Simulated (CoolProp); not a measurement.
A single-stage vapour-compression cycle with trans-2-butene: evaporating at 296.15 K (dew point), condensing at 338.15 K (bubble point), superheat 2 K, subcooling 0 K, compressor efficiency 0.65, no pressure losses. Each further row changes one setting.

Computed with CoolProp (reference Helmholtz-energy equation of state, Lemmon 2005). It is a short technical equation, of lower accuracy than the large ones.

```csv
case,cooling COP,pressure ratio,discharge temperature (K),refrigerating effect (kJ/kg),volumetric capacity (kJ/m³)
as stated,3.78,3.20,351.2,284,1520
evaporating temperature 301.15 K,?,2.74,349.4,291,?
condensing temperature 333.15 K,4.41,2.84,345.5,297,1590
subcooling 5 K,?,3.20,351.2,297,1590
superheat 12 K,3.83,3.20,?,301,1540
compressor efficiency 0.55,3.20,3.20,?,284,1520
```

### Question
Some entries are withheld; supply them.

### Answer

- evaporating temperature 301.15 K, cooling COP: 4.46
- evaporating temperature 301.15 K, volumetric capacity (kJ/m³): 1800
- subcooling 5 K, cooling COP: 3.95
- superheat 12 K, discharge temperature (K): 361.4
- compressor efficiency 0.55, discharge temperature (K): 358.1
